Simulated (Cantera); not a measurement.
A closed system holds: 1 mol TiO2, 0.36 mol H2, 2.6 mol H2O, equilibrated at 900 °C and 6.75 Torr.

Equilibrium computed with Cantera from the NASA thermochemical tables; the gas is ideal and each condensed phase is pure. Candidate condensed phases: H2O, Ti, TiO, TiO2, Ti2O3, Ti3O5, Ti4O7; 12 gas species. The numbers say what is thermodynamically allowed, not how fast it happens.

Base state: H2O 0.878, H2 0.122 (mole fractions); condensed: TiO2(rutile).

What changes in the equilibrium state with this change: temperature from 900 °C to 1650 °C?


| species | before | after |
|---|---|---|
| H2O | 0.878 | 0.873 |
| H2 | 0.122 | 0.121 |
| H | 4.35e-7 | 0.00346 |
| OH | 2.17e-8 | 0.00215 |
| O2 | <1e-9 | 0.000144 |
| O | <1e-9 | 4.59e-5 |
| TiO2(rutile), mol | 1.00 | 1.000 |
